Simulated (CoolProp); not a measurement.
The fluid at 293.15 K and 0.00704 MPa flows at 1.5 m/s in a round tube of 1 mm bore and 1.5 µm roughness, fully developed (64/Re and Nu = 3.66 if laminar; Colebrook and Gnielinski if turbulent). The same conditions are run with several fluids, on thermodynamics alone (safety and materials aside).

Computed with CoolProp (reference Helmholtz-energy equation of state of each fluid (benzene: Thol 2012; R507A: Lemmon 2003; nitrogen: Span 2000; R227EA: Lemmon 2016; R407C: Lemmon 2003)). Blends and air are pseudo-pure fits.

Rank benzene, R507A, nitrogen, R227EA, R407C by Reynolds number, highest first.

R227EA (64.7), benzene (45.7), R507A (35.8), R407C (31.1), nitrogen (6.91)

```csv
fluid,Darcy friction factor,pressure drop (Pa/m),heat-transfer coefficient (W/(m² K)),mass flow (kg/h)
benzene,1.40,357,37.2,0.000961
R507A,1.79,574,47.6,0.00121
nitrogen,9.26,843,93.1,0.000343
R227EA,0.989,548,47.4,0.00209
R407C,2.06,578,46.7,0.00106
```

Transport values come from each fluid's own correlations; those of R227EA are estimates that may be off by 10 % or more.
